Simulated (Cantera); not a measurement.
Cantera run:

```python
import numpy as np
import cantera as ct

gas_names = """
    CL CL2 H HCL H2 Si SiCL SiCL2 SiCL3 SiCL4 SiH SiHCL3 SiH2 SiH2CL2 SiH3 SiH3CL SiH4 Si2 Si3
""".split()
cond_names = """
    Si(cr) Si(L)
""".split()


# ... load() reads the species with a 1 bar reference pressure and builds the phases ...
atoms = {
    'SiH2Cl2': {'Si': 1, 'H': 2, 'CL': 2},
    'HCl': {'H': 1, 'CL': 1},
    'H2': {'H': 2},
}
top_T = {}  # K; cautious upper limits of use, not melting points


# ... equilibrate(T, P, feed) seeds the gas with the atoms and calls Mixture.equilibrate('TP', solver="vcs", rtol=1e-11, max_steps=5000) ...
results = []
feed = {'SiH2Cl2': 1, 'HCl': 2.5, 'H2': 87}  # mol
P = 160000  # Pa
for T in [873, 948, 1023, 1098, 1173, 1248, 1323, 1398, 1473, 1548, 1623, 1698, 1773]:
    mix = equilibrate(T, P, feed)
    results.append((T, P, feed, dict(zip(mix.species_names, mix.species_moles))))

top = {s: max(r[3][s] / sum(r[3][g] for g in gas_names) for r in results) for s in gas_names}
cols = sorted((s for s in top if top[s] > 0.0001), key=lambda s: -top[s])[:6]
seen = [c for c in cond_names if any(r[3].get(c, 0) > 1e-12 for r in results)]
print("log10 of partial pressures in bar; condensed amounts in mol")
print(f"{'T/K':>10s}" + "".join(f"{s[:9]:>10s}" for s in cols + seen))
for T, P, feed, n in results:
    ng = sum(n[g] for g in gas_names)
    print(f"{T:10.4g}" + "".join(f"{np.log10(max(n[s] / ng * P / 1e5, 1e-99)):10.3f}" for s in cols)
          + "".join(f"{n.get(c, 0):10.4g}" for c in seen))
```

Result:

```
log10 of partial pressures in bar; condensed amounts in mol
       T/K        H2       HCL     SiCL4     SiCL2    SiHCL3   SiH2CL2    Si(cr)     Si(L)
       873     0.196    -1.896    -1.857    -6.585    -2.434    -4.052         0         0
       948     0.195    -1.824    -1.928    -5.380    -2.255    -3.577         0         0
      1023     0.194    -1.755    -2.017    -4.400    -2.139    -3.218         0         0
      1098     0.194    -1.690    -2.123    -3.600    -2.077    -2.953         0         0
      1173     0.192    -1.592    -2.247    -3.019    -2.095    -2.837   0.04187         0
      1248     0.190    -1.446    -2.407    -2.682    -2.224    -2.908    0.1866         0
      1323     0.188    -1.342    -2.649    -2.435    -2.413    -3.022    0.3157         0
      1398     0.187    -1.278    -2.978    -2.273    -2.667    -3.180    0.4066         0
      1473     0.186    -1.245    -3.371    -2.177    -2.968    -3.370    0.4553         0
      1548     0.185    -1.230    -3.788    -2.123    -3.286    -3.572    0.4744         0
      1623     0.185    -1.224    -4.196    -2.090    -3.597    -3.770    0.4777         0
      1698     0.185    -1.222    -4.584    -2.073    -3.894    -3.962         0    0.4787
      1773     0.185    -1.210    -4.962    -2.098    -4.197    -4.178         0    0.5181
```

Method: chemical equilibrium by Gibbs-energy minimisation in Cantera with the NASA 1993 tables (ideal gas, pure condensed phases). The tables' values for SiCl3 are old estimates; treat these amounts as uncertain. Gases not in the tables: Si2H6 and higher silanes.
